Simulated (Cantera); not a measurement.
Standard-state values (1 bar) from the NASA 1993 polynomials, evaluated with Cantera. Values are per mole of reaction as written; species without (g) are pure solids or liquids, kept so even where they would boil at 1 bar.

N2(g) + 4 PbO ⇌ 2 NO2(g) + 4 Pb(g)

```
T (K)  ΔH° (kJ)  ΔS° (J/K)  ΔG° (kJ)  log10 K  condensed phases
-----  --------  ---------  --------  -------  ----------------
575         [?]        [?]       [?]      [?]          PbO(red)
675      1700.4      668.8    1249.0   -96.65          PbO(red)
775      1692.1      657.4    1182.6   -79.71       PbO(yellow)
875         [?]        [?]       [?]      [?]       PbO(yellow)
975      1678.1      641.3    1052.8   -56.40       PbO(yellow)
1075        [?]        [?]       [?]      [?]       PbO(yellow)
1175     1560.1      538.5     927.4   -41.23            PbO(l)
1275        [?]        [?]       [?]      [?]            PbO(l)
```

What belongs in the gaps?


- 575, ΔH° (kJ): 1708.0
- 575, ΔS° (J/K): 681.0
- 575, ΔG° (kJ): 1316.4
- 575, log10 K: -119.59
- 875, ΔH° (kJ): 1685.3
- 875, ΔS° (J/K): 649.1
- 875, ΔG° (kJ): 1117.3
- 875, log10 K: -66.70
- 1075, ΔH° (kJ): 1670.5
- 1075, ΔS° (J/K): 634.0
- 1075, ΔG° (kJ): 989.0
- 1075, log10 K: -48.06
- 1275, ΔH° (kJ): 1550.0
- 1275, ΔS° (J/K): 530.2
- 1275, ΔG° (kJ): 874.0
- 1275, log10 K: -35.80
